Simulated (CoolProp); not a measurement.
Aqueous lithium chloride as a coolant, 16 % by mass, freezing at -27.2 °C, 1 atm.

Model: Melinder's fits for secondary coolants, in CoolProp.

```json
[
 {"T (°C)": "-19.3", "conductivity (W/(m K))": "0.504", "density (kg/m³)": "1098", "viscosity (mPa s)": "6.33", "cp (kJ/(kg K))": "3.230"},
 {"T (°C)": "-10.4", "conductivity (W/(m K))": "0.517", "density (kg/m³)": "1097", "viscosity (mPa s)": "(withheld)", "cp (kJ/(kg K))": "3.270"},
 {"T (°C)": "-1.5", "conductivity (W/(m K))": "0.530", "density (kg/m³)": "1096", "viscosity (mPa s)": "3.17", "cp (kJ/(kg K))": "3.310"},
 {"T (°C)": "7.4", "conductivity (W/(m K))": "0.542", "density (kg/m³)": "1094", "viscosity (mPa s)": "(withheld)", "cp (kJ/(kg K))": "3.350"},
 {"T (°C)": "16.2", "conductivity (W/(m K))": "0.555", "density (kg/m³)": "1092", "viscosity (mPa s)": "1.95", "cp (kJ/(kg K))": "3.389"},
 {"T (°C)": "25.1", "conductivity (W/(m K))": "0.568", "density (kg/m³)": "1090", "viscosity (mPa s)": "1.60", "cp (kJ/(kg K))": "3.429"},
 {"T (°C)": "34", "conductivity (W/(m K))": "0.580", "density (kg/m³)": "1087", "viscosity (mPa s)": "(withheld)", "cp (kJ/(kg K))": "3.469"}
]
```

Q: Complete the blanks.

A: 
- -10.4, viscosity (mPa s): 4.35
- 7.4, viscosity (mPa s): 2.43
- 34, viscosity (mPa s): 1.33
